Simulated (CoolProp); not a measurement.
Vapour-liquid equilibrium of propylene (1) + propane (2) at 24.8 bar; x and y are mole fractions of (1).

Computed with CoolProp (multi-fluid Helmholtz-energy mixture model, Lemmon 2013 and Lemmon 2009; pair parameters Bell 2016).

| x | bubble temperature, mixture model (°C) | bubble temperature, Raoult's law (°C) | y, mixture model | y, Raoult's law |
|---|---|---|---|---|
| 0.05 | 67.2 | 67.4 | ___ | 0.059 |
| 0.15 | 66.0 | 66.4 | 0.167 | 0.174 |
| 0.25 | 64.9 | 65.5 | ___ | 0.284 |
| 0.35 | 63.8 | 64.6 | ___ | 0.391 |
| 0.45 | ___ | 63.7 | ___ | 0.494 |
| 0.55 | ___ | 62.8 | 0.574 | 0.593 |
| 0.65 | ___ | 61.9 | 0.670 | 0.689 |
| 0.75 | 60.5 | 61.1 | 0.765 | 0.782 |
| 0.85 | 59.9 | 60.3 | ___ | 0.871 |
| 0.95 | 59.3 | 59.5 | 0.953 | 0.958 |

Question: Complete the blanks.

Answer: 
- 0.05, y, mixture model: 0.057
- 0.25, y, mixture model: 0.273
- 0.35, y, mixture model: 0.376
- 0.45, bubble temperature, mixture model (°C): 62.9
- 0.45, y, mixture model: 0.476
- 0.55, bubble temperature, mixture model (°C): 62.0
- 0.65, bubble temperature, mixture model (°C): 61.2
- 0.85, y, mixture model: 0.859

The largest gap from Raoult's law is -0.8 K in bubble temperature, at x = 0.45. No azeotrope shows between x = 0.05 and 0.95.

Pair parameters are fitted to limited data, so mixtures are less certain than the pure fluids.
